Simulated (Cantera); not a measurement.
# Adiabatic ignition

An adiabatic, constant-pressure homogeneous reactor starts with 4.12 % CH4, 19.2 % O2, 72.2 % N2, 4.54 % CO2, at 1550 K and 8.00 bar.

Computed with Cantera and GRI-Mech 3.0 (53 species, 325 reactions).

```csv
t (s),T (K),x CH4,x O2,x CO2,x NO,x C2H4
3.00e-6,1550,0.0412,0.192,0.0454,<1e-12,2.20e-10
7.33e-6,1550,0.0412,0.192,0.0454,<1e-12,5.18e-9
1.79e-5,1550,0.0412,0.192,0.0454,<1e-12,1.72e-7
4.38e-5,1551,0.0407,0.191,0.0454,2.67e-12,8.26e-6
0.000107,1639,0.0277,0.179,0.0454,6.12e-10,0.00104
0.000262,2358,<1e-12,0.108,0.0849,0.000117,<1e-12
0.000641,2358,<1e-12,0.108,0.0849,0.000341,<1e-12
0.00157,2357,<1e-12,0.108,0.0849,0.000877,<1e-12
0.00383,2354,<1e-12,0.107,0.0849,0.00210,<1e-12
0.00936,2349,<1e-12,0.106,0.0849,0.00460,<1e-12
0.0229,2342,<1e-12,0.104,0.0850,0.00830,<1e-12
0.0560,2337,<1e-12,0.103,0.0850,0.0109,<1e-12
0.137,2336,<1e-12,0.103,0.0850,0.0113,<1e-12
0.335,2336,<1e-12,0.103,0.0850,0.0113,<1e-12
0.818,2336,<1e-12,0.103,0.0850,0.0113,<1e-12
2.00,2336,<1e-12,0.103,0.0850,0.0113,<1e-12
```
x: mole fraction; the columns are a selection and need not sum to one.

```yaml
time_of_steepest_temperature_rise: 0.117 ms
temperature at 2.00 s: 2336 K
equilibrium_temperature: 2336 K
x(CH4) at 2.00 s: <1e-12 (gas-phase equilibrium <1e-12)
x(O2) at 2.00 s: 0.103 (gas-phase equilibrium 0.103)
x(CO2) at 2.00 s: 0.0850 (gas-phase equilibrium 0.0850)
```
